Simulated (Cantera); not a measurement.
Feed: 1 mol n-butane, 0.99 mol CO₂, 4.8 mol H₂, held at 0.0100 bar.

These are equilibrium values from Cantera (NASA tables, ideal gas, pure condensed phases), not measurements of a reactor. Candidate condensed phases: C, C₆H₆, C₇H₈, C₈H₁₈, H₂O; 131 gas species. Ions and electrons are included (thermal ionisation). Rates play no part.

Which condensed phases are stable at each of these points (T (K)): 2500, 3000, 3500, 4000, 4500, 5000?


| T (K) | condensed phases | C condensed (%) |
|---|---|---|
| 2500 | C(graphite) | 56.5 |
| 3000 | C(graphite) | 5.4 |
| 3500 | gas only | 0.0 |
| 4000 | gas only | 0.0 |
| 4500 | gas only | 0.0 |
| 5000 | gas only | 0.0 |

From 2500 K to 3000 K the condensed part is C(graphite). From 3500 K to 5000 K nothing is condensed.
